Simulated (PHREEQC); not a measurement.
Make-up at 25 °C: 0.0035 mol/kgw PbCl2 and 0.064 mol/kgw HNO3. It is in equilibrium with CO2 at log p = -1 (atm). Otherwise closed; pH follows from the charge balance.

Equilibrium calculation in PHREEQC: ion-association model, wateq4f.dat.

Precipitation was switched off in this run.

**Question.** Predict the pH.

**Answer.** pH 1.27.

**Question.** In which forms is Pb present?

**Answer.** Pb+2 68 %, PbNO3+ 25 %, PbCl+ 7.3 % of the Pb.

Species that the database lacks are ignored.
